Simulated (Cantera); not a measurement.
Predominance diagram of Sr at 1625 K against the partial pressures of O2 and Cl2 (log10, bar). Cantera with NASA thermochemical tables; ideal gases at 1 bar, condensed phases pure. Candidates: Sr(l), SrCl2(l), SrO(s). Only these pure phases compete in this equilibrium. Not in the tables: the peroxide, oxide halides.

### Question
Which phase is stable at these pairs, and which metal-bearing vapour leads over it? (-25.6, -10.6); (-12.1, -10.6); (-12.1, -25); (-1.3, -10.6); (0, -16.3); (-10.8, -16.3); (-9.4, -10.6)

### Answer
```
log p(O2)  log p(Cl2)     phase  chief vapour  log p (bar)
---------  ----------  --------  ------------  -----------
-25.6           -10.6  SrCl2(l)         SrCl2         -2.6
-12.1           -10.6  SrCl2(l)         SrCl2         -2.6
-12.1             -25    SrO(s)            Sr         -7.9
-1.3            -10.6    SrO(s)         SrCl2         -7.1
0               -16.3    SrO(s)           SrO        -10.2
-10.8           -16.3    SrO(s)         SrCl2         -8.0
-9.4            -10.6    SrO(s)         SrCl2         -3.0
```
